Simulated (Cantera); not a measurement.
Equilibrium for roasting and sulfation: Fe2O3 + O2 + H2O + H2S

Charge: 1 mol Fe2O3, a varied amount of O2, 4.5 mol H2O, 0.72 mol H2S, held at 1177 °C and 11.0 mbar.

Equilibrium computed with Cantera from the NASA thermochemical tables; the gas is ideal and each condensed phase is pure. Candidate condensed phases: Fe, FeO, Fe(OH)2, Fe(OH)3, FeS, FeSO4, FeS2, Fe2O3, Fe2(SO4)3, Fe3O4, H2O, H2SO4, S; 22 gas species. Mutual solubility and eutectic melting of coexisting phases are not modelled. The tables' stoichiometric FeO is somewhat more stable than real wüstite, so its field is too wide. FeO: taken at fixed stoichiometry. Rates play no part.

```csv
n(O2) (mol),x H2O,x O2,x SO2,x H2,x SO,n FeO(s),n Fe3O4(s),n Fe2O3(s)
0.66,0.860,1.76e-7,0.121,0.0185,0.000418,1.18,0.274,0
1.1,0.852,0.0304,0.117,4.42e-5,9.79e-7,0,0.667,0
1.5,0.800,0.0897,0.110,2.41e-5,5.34e-7,0,0.667,0
2,0.761,0.134,0.105,1.88e-5,4.16e-7,0,0,1.000
2.4,0.719,0.182,0.0990,1.52e-5,3.37e-7,0,0,1.000
2.8,0.681,0.224,0.0938,1.30e-5,2.88e-7,0,0,1.000
3.3,0.639,0.272,0.0880,1.11e-5,2.45e-7,0,0,1.000
3.7,0.610,0.306,0.0839,9.96e-6,2.20e-7,0,0,1.000
```
x: gas mole fraction; n: condensed amount in mol.

At 0.66 mol O2 the condensed part is FeO(s) + Fe3O4(s). From 1.1 mol O2 to 1.5 mol O2 the condensed part is Fe3O4(s). From 2 mol O2 to 3.7 mol O2 the condensed part is Fe2O3(s). The main Fe-bearing gas is Fe(OH)2 throughout.
